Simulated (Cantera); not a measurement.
An adiabatic, constant-pressure homogeneous reactor starts with 29.6 % H2, 14.8 % O2, 55.6 % N2, equivalence ratio 1.0, at 998 K and 0.987 atm.

Computed with Cantera and GRI-Mech 3.0 (53 species, 325 reactions).

Q: Predict: time of steepest temperature rise; temperature at 6.00 s; equilibrium temperature; x(H2) at 6.00 s; x(O2) at 6.00 s; x(H2O) at 6.00 s; x(HO2) at 6.00 s; x(OH) at 6.00 s; x(NO) at 6.00 s; x(N2O) at 6.00 s.

A: 
- time of steepest temperature rise = 0.324 ms
- temperature at 6.00 s = 2680 K
- equilibrium temperature = 2680 K
- x(H2) at 6.00 s = 0.0367 (gas-phase equilibrium 0.0367)
- x(O2) at 6.00 s = 0.0110 (gas-phase equilibrium 0.0110)
- x(H2O) at 6.00 s = 0.284 (gas-phase equilibrium 0.284)
- x(HO2) at 6.00 s = 4.09e-6 (gas-phase equilibrium 4.09e-6)
- x(OH) at 6.00 s = 0.0198 (gas-phase equilibrium 0.0198)
- x(NO) at 6.00 s = 0.00634 (gas-phase equilibrium 0.00634)
- x(N2O) at 6.00 s = 3.16e-7 (gas-phase equilibrium 3.16e-7)
